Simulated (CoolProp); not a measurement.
Vapour-liquid equilibrium of carbon dioxide (1) + R123 (2) at -32.75 °C; x and y are mole fractions of (1).

Model: multi-fluid Helmholtz-energy mixture model, Span 1996 and Younglove 1994; pair parameters Bell 2016, in CoolProp.

```csv
x,bubble pressure (kPa),y at the bubble point,dew pressure at overall composition x (kPa),liquid density (mol/L)
0.05,54.27,0.898,6.002,10.85
0.125,123.7,0.957,6.516,11.44
0.2,192.8,0.974,7.126,12.08
0.275,265.0,0.982,7.861,12.78
0.35,342.7,0.987,8.764,13.55
0.425,427.8,0.991,9.902,14.40
0.5,521.2,0.993,11.38,15.33
0.575,623.6,0.995,13.37,16.36
0.65,734.4,0.997,16.21,17.51
0.725,852.1,0.998,20.59,18.78
0.8,974.6,0.998,28.18,20.19
0.875,1099,0.999,44.66,21.76
0.95,1221,1.000,107.2,23.48
```

No azeotrope shows between x = 0.05 and 0.95.

The pair parameters rest on a limited set of measurements; away from them the model extrapolates.
